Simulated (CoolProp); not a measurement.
Properties of R142b along the isotherm 441.7 K (Tc = 410.3 K, pc = 4055 kPa, ω = 0.232).

The numbers come from the reference Helmholtz-energy equation of state, Lemmon 2006 in CoolProp. It is a short technical equation, of lower accuracy than the large ones.

```csv
p (kPa),phase,speed of sound (m/s),isothermal compressibility (1/MPa),conductivity (mW/(m K)),fugacity coefficient
2030,gas,___,0.5872,___,0.8690
4050,gas,145.1,0.4118,29.2,0.7433
6080,supercritical,126.1,0.4163,43.6,0.6187
8110,supercritical,187.2,0.09093,48.6,0.5154
10100,supercritical,243.2,0.04092,51.1,0.4492
12200,supercritical,288.1,0.02535,53.3,0.4025
14200,supercritical,___,0.01855,___,0.3714
16200,supercritical,353.0,0.01462,56.8,0.3487
18200,supercritical,379.6,0.01206,58.3,0.3318
20300,supercritical,404.7,0.01020,___,0.3185
```

Task: Complete the blanks.

Result: 
- 2030, speed of sound (m/s): 174.9
- 2030, conductivity (mW/(m K)): 24.2
- 14200, speed of sound (m/s): 323.0
- 14200, conductivity (mW/(m K)): 55.2
- 20300, conductivity (mW/(m K)): 59.8

Thermal conductivity comes from a separate model (Huber 2003), an estimate that may be off by 10 % or more.
